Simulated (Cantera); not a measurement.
A closed system holds: 1 mol PbO, 3.3 mol CO, 38 mol N2, equilibrated at 100000 Pa.

These are equilibrium values from Cantera (NASA tables, ideal gas, pure condensed phases), not measurements of a reactor. Candidate condensed phases: C, Pb, PbO, PbO2, Pb3O4; 27 gas species. Kinetics and transport are ignored.

log p: log10 of the partial pressure in bar; n: condensed amount in mol.

```csv
T (°C),log p N2,log p CO,log p CO2,log p Pb,n Pb(l)
727,-0.04,-1.25,-1.62,-4.79,0.999
802,-0.04,-1.25,-1.62,-4.12,0.997
877,-0.04,-1.25,-1.62,-3.54,0.988
952,-0.04,-1.25,-1.62,-3.03,0.961
1027,-0.04,-1.26,-1.62,-2.58,0.891
1102,-0.04,-1.26,-1.62,-2.18,?
1177,-0.04,-1.26,-1.62,-1.83,?
1252,-0.05,-1.26,-1.63,-1.63,?
```

What belongs in the gaps?


- 1102, n Pb(l): 0.727
- 1177, n Pb(l): 0.375
- 1252, n Pb(l): 0
